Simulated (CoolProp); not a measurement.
R134a along the isobar 19.3 bar: density (kg/m³) from the reference equation and from simpler models built on Tc = 374.2 K, pc = 40.59 bar, ω = 0.327; each cubic takes its own stable root.

Values from CoolProp's reference Helmholtz-energy equation of state, Tillner-Roth 1994.

```json
[
 {"T (K)": "194.1", "phase": "liquid", "reference": "1529"},
 {"T (K)": "201.4", "phase": "liquid", "reference": "1510"},
 {"T (K)": "208.7", "phase": "liquid", "reference": "1490"},
 {"T (K)": "216", "phase": "liquid", "reference": "1470"},
 {"T (K)": "223.3", "phase": "liquid", "reference": "1450"},
 {"T (K)": "230.6", "phase": "liquid", "reference": "1429"},
 {"T (K)": "237.9", "phase": "liquid", "reference": "1408"},
 {"T (K)": "245.2", "phase": "liquid", "reference": "1387"},
 {"T (K)": "252.5", "phase": "liquid", "reference": "1365"},
 {"T (K)": "259.8", "phase": "liquid", "reference": "1343"}
]
```

**Question.** How far does each simpler model (van der Waals, Peng-Robinson) lie from the reference over these 10 states: mean and median of the absolute difference, and the worst?

**Answer.** 
- van der Waals: mean 42.7 %, median 42.7 %, worst -43.1 % at 194.1 K and 19.3 bar
- Peng-Robinson: mean 1.7 %, median 1.6 %, worst -2.6 % at 194.1 K and 19.3 bar
